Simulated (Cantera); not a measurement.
Charge: 1 mol Fe, a varied amount of CO₂, 52 mol N₂, at 1298 K and 13.3 mbar.

These are equilibrium values from Cantera (NASA tables, ideal gas, pure condensed phases), not measurements of a reactor. Candidate condensed phases: C, Fe, Fe(CO)₅, FeO, Fe₂O₃, Fe₃O₄; 27 gas species. Mutual solubility and eutectic melting of coexisting phases are not modelled. The tables' stoichiometric FeO is somewhat more stable than real wüstite, so its field is too wide. FeO: taken at fixed stoichiometry. Kinetics and transport are ignored.

Q: Which condensed phases are stable at each of these points (n(CO₂) (mol)): 0.24, 0.76, 1.3, 1.8, 2.3, 2.8, 3.3, 3.9, 4.4, 4.9, 5.4, 5.9?

A: 
| n(CO₂) (mol) | condensed phases | Fe condensed (%) |
|---|---|---|
| 0.24 | Fe(γ) + FeO(s) | 100.0 |
| 0.76 | Fe(γ) + FeO(s) | 100.0 |
| 1.3 | FeO(s) | 100.0 |
| 1.8 | FeO(s) | 100.0 |
| 2.3 | FeO(s) | 100.0 |
| 2.8 | FeO(s) | 100.0 |
| 3.3 | FeO(s) | 100.0 |
| 3.9 | FeO(s) | 100.0 |
| 4.4 | FeO(s) | 100.0 |
| 4.9 | FeO(s) | 100.0 |
| 5.4 | FeO(s) | 100.0 |
| 5.9 | FeO(s) | 100.0 |

From 0.24 mol CO₂ to 0.76 mol CO₂ the condensed part is Fe(γ) + FeO(s). From 1.3 mol CO₂ to 5.9 mol CO₂ the condensed part is FeO(s).
